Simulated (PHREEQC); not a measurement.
FeCl3 is added in steps, without added water, to 1 kg of water holding 0.033 mol/kgw Cu(NO3)2 and 0.019 mol/kgw H2SO4, at 25 °C. Oxygen is held at 0.21 atm. The system is closed to CO2. Only these solids could form: Hematite, Cu(OH)2, Brochantite, Antlerite, Atacamite, Cu2(OH)3NO3, Chalcanthite.

Base run: PHREEQC, ion-association model, wateq4f.dat. Each further column changes one thing. The table gives Fe in solution (mol/kgw).

| FeCl3 added (mol) | base | metal-ligand complexes left out | Debye-Hückel limiting law | all activity coefficients set to 1 | database phreeqc.dat |
|---|---|---|---|---|---|
| 0 | 0 | 0 | 0 | 0 | 0 |
| 0.02 | 0.000131 | 2.37e-5 | 0.000213 | 0.000139 | 0.000132 |
| 0.045 | 0.000816 | 0.000167 | 0.00189 | 0.000820 | 0.000830 |
| 0.065 | 0.00219 | 0.000456 | 0.00622 | 0.00222 | 0.00224 |
| 0.09 | 0.00553 | 0.00116 | 0.0186 | 0.00583 | 0.00566 |
| 0.11 | 0.00983 | 0.00207 | 0.0357 | 0.0107 | 0.0101 |
| 0.135 | 0.0174 | 0.00377 | 0.0646 | 0.0197 | 0.0179 |
| 0.155 | 0.0253 | 0.00564 | 0.0908 | 0.0290 | 0.0259 |
| 0.18 | 0.0371 | 0.00868 | 0.124 | 0.0430 | 0.0381 |
| 0.2 | 0.0480 | 0.0117 | 0.151 | 0.0558 | 0.0493 |

The ionic strength passes 0.7 mol/kgw, the rough limit of the ion-association models, in part of: base; metal-ligand complexes left out; Debye-Hückel limiting law.  phreeqc.dat and wateq4f.dat share most of their constants, so their agreement is no independent check. Solids allowed in the column 'database phreeqc.dat': Hematite.
